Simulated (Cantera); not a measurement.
A closed system holds: 1 mol AlCl3, 44 mol H2O, 120 mol N2, equilibrated at 0.750 Torr.

Equilibrium computed with Cantera from the NASA thermochemical tables; the gas is ideal and each condensed phase is pure. Candidate condensed phases: Al, AlCl3, AlN, Al2O3, H2O, NH4Cl; 45 gas species. Condensed phases not in the tables: AlOCl. Equilibrium is a limit: real reactors are often held back by kinetics, nucleation or transport.

Question: At 950 K, list the 3 most abundant gas species with their mole fractions, and the condensed phases.

Answer: N2 0.725, H2O 0.257, HCl 0.0181. Condensed: Al2O3(s).
